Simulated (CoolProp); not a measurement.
Saturation properties of tetrahydrofuran.

Model: reference Helmholtz-energy equation of state, Fiedler 2023, in CoolProp.

```tsv
T (K)	p (kPa)	liquid density (kg/m³)	vapour density (kg/m³)	enthalpy of vaporisation (kJ/kg)	liquid cp (kJ/(kg K))
394.5	458.8	767.7	11.03	371.1	2.134
398.4	501.2	762.6	12.00	367.5	2.153
402.2	545.3	757.6	13.02	363.9	2.172
406.1	593.6	752.3	14.13	360.2	2.192
410	645.0	747.0	15.32	356.4	2.212
413.8	698.3	741.8	16.55	352.6	2.232
417.7	756.2	736.3	17.90	348.7	2.253
421.6	817.7	730.8	19.33	344.6	2.274
425.5	882.9	725.2	20.86	340.5	2.296
```

It boils at 339.1 K under 1 atm.
